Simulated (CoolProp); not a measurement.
Isobutene along the isotherm 550 K: fugacity coefficient from the reference equation and from simpler models built on Tc = 418.1 K, pc = 4.016 MPa, ω = 0.193; each cubic takes its own stable root.

Model: reference Helmholtz-energy equation of state, Lemmon 2005, in CoolProp. It is a short technical equation, of lower accuracy than the large ones.

```
p (MPa)          phase  reference  Redlich-Kwong  Soave-Redlich-Kwong
-------  -------------  ---------  -------------  -------------------
1                  gas     0.9661         0.9633               0.9687
2.01               gas     0.9329         0.9275               0.9381
3.01               gas     0.9011         0.8932                    ?
4.02     supercritical     0.8701         0.8598               0.8808
5.02     supercritical          ?              ?               0.8541
6.02     supercritical     0.8123         0.7978                    ?
7.03     supercritical          ?              ?                    ?
8.03     supercritical     0.7597         0.7417               0.7821
9.04     supercritical          ?         0.7164               0.7610
10       supercritical     0.7144         0.6943               0.7426
```

**Question.** What belongs in the gaps?

**Answer.** 
- 3.01, Soave-Redlich-Kwong: 0.9090
- 5.02, reference: 0.8406
- 5.02, Redlich-Kwong: 0.8281
- 6.02, Soave-Redlich-Kwong: 0.8287
- 7.03, reference: 0.7851
- 7.03, Redlich-Kwong: 0.7687
- 7.03, Soave-Redlich-Kwong: 0.8045
- 9.04, reference: 0.7357
